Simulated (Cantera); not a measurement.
A closed system holds: 1 mol borazine, 0.067 mol H₂O, 1.2 mol N₂, equilibrated at 1.33 mbar.

Equilibrium computed with Cantera from the NASA thermochemical tables; the gas is ideal and each condensed phase is pure. Candidate condensed phases: B, BN, B₂O₃, B₃O₃H₃, H₂O; 39 gas species. The feed counts by its element totals alone. The tables' values for BH₂ are old estimates; treat these amounts as uncertain. Equilibrium is a limit: real reactors are often held back by kinetics, nucleation or transport.

log p: log10 of the partial pressure in bar; n: condensed amount in mol.

| T (°C) | log p H₂ | log p N₂ | log p H | log p HBO | log p BO | n BN(s) | n B(s) |
|---|---|---|---|---|---|---|---|
| 1250 | -3.03 | -3.42 | -6.15 | -5.06 | ? | 2.95 | 0 |
| 1325 | -3.03 | -3.42 | -5.79 | -4.89 | ? | 2.94 | 0 |
| 1400 | -3.03 | -3.42 | -5.46 | -4.82 | ? | 2.94 | 0 |
| 1475 | -3.03 | -3.42 | -5.16 | -4.81 | ? | 2.93 | 0 |
| 1550 | -3.03 | -3.42 | -4.88 | -4.83 | ? | 2.93 | 0 |
| 1625 | -3.04 | -3.43 | -4.63 | -4.87 | ? | 2.93 | 0 |
| 1700 | -3.05 | -3.43 | -4.39 | -4.94 | ? | 2.93 | 0 |
| 1775 | -3.06 | -3.43 | -4.18 | -5.02 | -5.00 | 2.93 | 0 |
| 1850 | -3.20 | -3.22 | -4.05 | -5.30 | -5.03 | 0 | 2.93 |

Task: Some entries are withheld; supply them.

Result: 
- 1250, log p BO: -6.78
- 1325, log p BO: -6.30
- 1400, log p BO: -5.93
- 1475, log p BO: -5.66
- 1550, log p BO: -5.43
- 1625, log p BO: -5.25
- 1700, log p BO: -5.11
